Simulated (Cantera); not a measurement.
Mixture: CH4 : H2 : O2 : N2 = 1 : 0.83 : 1.15 : 4.32 (molar parts), at 0.410 bar, adiabatic and at constant volume. Ignition delay is the time to a rise of 400 K.

Model: GRI-Mech 3.0 (53 species, 325 reactions), integrated in Cantera. Below about 1000 K GRI-Mech 3.0 lacks low-temperature oxidation paths. Below about 950 K walls govern HO2 and H2O2 in real vessels.

What does this change do: 0.48 parts CO2 added?


| quantity | before | after |
|---|---|---|
| delay at 900 K | 0.104 s | 0.120 s |
| delay at 1050 K | 15.2 ms | 17.2 ms |
| delay at 1200 K | 3.45 ms | 3.92 ms |
| delay at 1350 K | 1.04 ms | 1.16 ms |
| apparent activation energy between 1275 and 1425 K | 110 kJ/mol | 110 kJ/mol |
